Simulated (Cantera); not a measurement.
**Dilute partial oxidation**

A perfectly stirred reactor is fed with 1.40 % CH4, 4.56 % O2, 93.1 % N2, 0.931 % H2O, equivalence ratio 0.61, at 8.39 atm; it is held at 1323 K, and followed from long to short residence time.

Model: GRI-Mech 3.0 (53 species, 325 reactions), integrated in Cantera. The temperature is held fixed by assumption; the heat of reaction is taken as removed at once.

```json
[
 {"τ (s)": "2.0", "x CH4": "1.04e-5", "x O2": "0.0177", "x HO2": "8.56e-7", "x CH2": "2.36e-10", "x NO2": "1.34e-8", "x C2H": "<1e-12", "x H2O2": "6.90e-9"},
 {"τ (s)": "1.1", "x CH4": "1.64e-5", "x O2": "0.0178", "x HO2": "1.35e-6", "x CH2": "3.91e-10", "x NO2": "2.00e-8", "x C2H": "<1e-12", "x H2O2": "1.14e-8"},
 {"τ (s)": "0.56", "x CH4": "2.67e-5", "x O2": "0.0178", "x HO2": "2.18e-6", "x CH2": "6.79e-10", "x NO2": "2.85e-8", "x C2H": "<1e-12", "x H2O2": "2.13e-8"},
 {"τ (s)": "0.30", "x CH4": "4.16e-5", "x O2": "0.0179", "x HO2": "3.30e-6", "x CH2": "1.11e-9", "x NO2": "3.50e-8", "x C2H": "<1e-12", "x H2O2": "3.89e-8"},
 {"τ (s)": "0.16", "x CH4": "6.46e-5", "x O2": "0.0181", "x HO2": "4.86e-6", "x CH2": "1.82e-9", "x NO2": "3.75e-8", "x C2H": "<1e-12", "x H2O2": "7.20e-8"},
 {"τ (s)": "0.083", "x CH4": "0.000103", "x O2": "0.0183", "x HO2": "7.07e-6", "x CH2": "2.99e-9", "x NO2": "3.41e-8", "x C2H": "1.30e-12", "x H2O2": "1.36e-7"},
 {"τ (s)": "0.044", "x CH4": "0.000161", "x O2": "0.0187", "x HO2": "9.88e-6", "x CH2": "4.80e-9", "x NO2": "2.64e-8", "x C2H": "1.82e-12", "x H2O2": "2.45e-7"},
 {"τ (s)": "0.023", "x CH4": "0.000260", "x O2": "0.0193", "x HO2": "1.35e-5", "x CH2": "7.67e-9", "x NO2": "1.75e-8", "x C2H": "2.68e-12", "x H2O2": "4.34e-7"},
 {"τ (s)": "0.012", "x CH4": "0.000432", "x O2": "0.0202", "x HO2": "1.81e-5", "x CH2": "1.20e-8", "x NO2": "1.01e-8", "x C2H": "4.23e-12", "x H2O2": "7.43e-7"},
 {"τ (s)": "0.0066", "x CH4": "0.000714", "x O2": "0.0216", "x HO2": "2.29e-5", "x CH2": "1.74e-8", "x NO2": "5.48e-9", "x C2H": "6.92e-12", "x H2O2": "1.18e-6"}
]
```
x: mole fraction; the columns are a selection and need not sum to one.
